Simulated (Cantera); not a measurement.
Cantera run:

```python
import numpy as np
import cantera as ct

gas_names = """
    B BCL BCL2 BCL3 BO BOCL BO2 B2 B2O B2O2 B2O3 B3O3CL3 CL CLO CL2 O O2 O3 Si SiCL SiCL2 SiCL3 SiCL4
    SiO SiO2 Si2 Si3
""".split()
cond_names = """
    B(b) B(L) B2O3(L) Si(cr) Si(L) SiO2(Lqz) SiO2(hqz) SiO2(L)
""".split()


# ... load() reads the species with a 1 bar reference pressure and builds the phases ...
atoms = {
    'B2O3': {'B': 2, 'O': 3},
    'SiCl4': {'Si': 1, 'CL': 4},
    'O2': {'O': 2},
}
top_T = {}  # K; cautious upper limits of use, not melting points


# ... equilibrate(T, P, feed) seeds the gas with the atoms and calls Mixture.equilibrate('TP', solver="vcs", rtol=1e-11, max_steps=5000) ...
results = []
feed = {'B2O3': 1, 'SiCl4': 0.74, 'O2': 4}  # mol
T = 875  # K
P = 2600  # Pa
mix = equilibrate(T, P, feed)
results.append((T, P, feed, dict(zip(mix.species_names, mix.species_moles))))
print(gas.report(threshold=0.0001))
for i in range(1, mix.n_phases):
    print(f"{mix.phase(i).name:16s} {mix.phase_moles(i):12.5e} mol")
```

Output:

```
       temperature   875 K
          pressure   2600 Pa
           density   0.015775 kg/m^3
  mean mol. weight   44.141 kg/kmol
   phase of matter   gas

                          1 kg             1 kmol
                     ---------------   ---------------
          enthalpy        4.3473e+05        1.9189e+07  J
   internal energy        2.6991e+05        1.1914e+07  J
           entropy            6379.7         2.816e+05  J/K
    Gibbs function       -5.1475e+06       -2.2721e+08  J
 heat capacity c_p            796.76             35170  J/K
 heat capacity c_v             608.4             26855  J/K

                      mass frac. Y      mole frac. X     chem. pot. / RT
                     ---------------   ---------------   ---------------
                CL        0.00012817        0.00015959           -16.714
               CL2           0.50135           0.31213           -33.427
                O2           0.49852           0.68771           -30.238
     [  +24 minor]        2.2737e-06        1.9506e-06

B(b)              0.00000e+00 mol
B2O3(L)           1.00000e+00 mol
Si(cr)            0.00000e+00 mol
SiO2(hqz)         7.40000e-01 mol
```

Cantera equilibrium calculation (NASA polynomials, part measured and part estimated; ideal gas, pure solids and liquids). Condensed phases not in the tables: borates and borosilicate glass, alloys, solid solutions and most ternary compounds.
